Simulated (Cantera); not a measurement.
Input: 1 mol Cu₂O, 1.8 mol CO, 0.47 mol N₂, at 2248.15 K and 0.133 bar.

Method: chemical equilibrium by Gibbs-energy minimisation in Cantera with the NASA 1993 tables (ideal gas, pure condensed phases). Candidate condensed phases: C, Cu, CuO, Cu₂O; 27 gas species. The numbers say what is thermodynamically allowed, not how fast it happens.

Base state: CO₂ 0.327, CO 0.266, Cu 0.249, N₂ 0.155, Cu₂ 0.00216, O₂ 0.000787, NO 0.000381, O 0.000280 (mole fractions); condensed: Cu(l).

**Question.** What changes in the equilibrium state with this change: temperature from 2248.15 K to 2550 K?

**Answer.** 
```tsv
species	before	after
Cu	0.249	0.454
CO	0.266	0.220
CO₂	0.327	0.194
N₂	0.155	0.107
O₂	0.000787	0.0133
O	0.000280	0.00583
NO	0.000381	0.00232
CuO	0.000220	0.00134
Cu₂	0.00216	0.00205
Cu(l), mol	1.23	0
```
